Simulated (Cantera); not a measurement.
CuO + CO + N2 (carbothermic reduction)

A closed system holds: 1 mol CuO, 1.3 mol CO, 0.97 mol N2, equilibrated at 2350 °C and 13.3 mbar.

These are equilibrium values from Cantera (NASA tables, ideal gas, pure condensed phases), not measurements of a reactor. Candidate condensed phases: C, Cu, CuO, Cu2O; 27 gas species. The numbers say what is thermodynamically allowed, not how fast it happens.

| Quantity | Value |
|---|---|
| x(Cu) | 0.271 |
| x(N2) | 0.259 |
| x(CO) | 0.253 |
| x(CO2) | 0.100 |
| x(O2) | 0.0551 |
| x(O) | 0.0526 |
| x(NO) | 0.00830 |
| x(CuO) | 0.000491 |
| x(Cu2) | 5.61e-5 |
| gas amount | 3.682 mol |
| log10 activity of Cu(l) (absent) | -1.98 |
| log10 activity of C(graphite) (absent) | -7.62 |
